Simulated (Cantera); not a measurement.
Cantera run, input and output.

```python
import numpy as np
import cantera as ct

gas = ct.Solution("gri30.yaml")


def delay(T, t_max=10):
    gas.TPX = T, 50000, {'CH4': 1, 'H2': 0.068, 'O2': 2.03, 'N2': 7.65, 'CO2': 1.7}
    reactor = ct.IdealGasReactor(gas, clone=False)
    net = ct.ReactorNet([reactor])
    net.rtol, net.atol = 1e-8, 1e-16
    while net.time < t_max:
        t_old, T_old = net.time, reactor.T
        net.step()
        if reactor.T > T + 400:  # ignition: a rise of 400 K
            return t_old + (T + 400 - T_old) / (reactor.T - T_old) * (net.time - t_old)
    return np.nan


taus = []
for T in [1150, 1200, 1250, 1300, 1350, 1400, 1450]:
    taus.append(delay(T))
    print(f"T0 = {T:6g} K   tau = {taus[-1]:.4e} s")
```

Result:

```
T0 =   1150 K   tau = 9.0928e-02 s
T0 =   1200 K   tau = 4.7582e-02 s
T0 =   1250 K   tau = 2.5344e-02 s
T0 =   1300 K   tau = 1.3823e-02 s
T0 =   1350 K   tau = 7.7616e-03 s
T0 =   1400 K   tau = 4.5096e-03 s
T0 =   1450 K   tau = 2.7222e-03 s
```

Cantera simulation using GRI-Mech 3.0 (53 species, 325 reactions); the numbers are that mechanism's predictions, not measurements.
